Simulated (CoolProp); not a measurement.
C2F6 (R116) along the isobar 39.2 bar: Z from the reference equation and from simpler models built on Tc = 293.0 K, pc = 30.48 bar, ω = 0.257; each cubic takes its own stable root.

Computed with CoolProp (reference Helmholtz-energy equation of state, Lemmon 2006). It is a short technical equation, of lower accuracy than the large ones.

```tsv
T (K)	phase	reference	Redlich-Kwong	Peng-Robinson
257.1	liquid	0.1926	0.2149	0.1833
281.1	liquid	0.2049	0.2363	0.2057
305.1	supercritical	0.3635	0.3570	0.3757
329.1	supercritical	0.6492	0.6176	0.6303
353.1	supercritical	0.7583	0.7239	0.7383
377	supercritical	0.8245	0.7888	0.8058
401	supercritical	0.8701	0.8340	0.8532
425	supercritical	0.9032	0.8673	0.8881
```
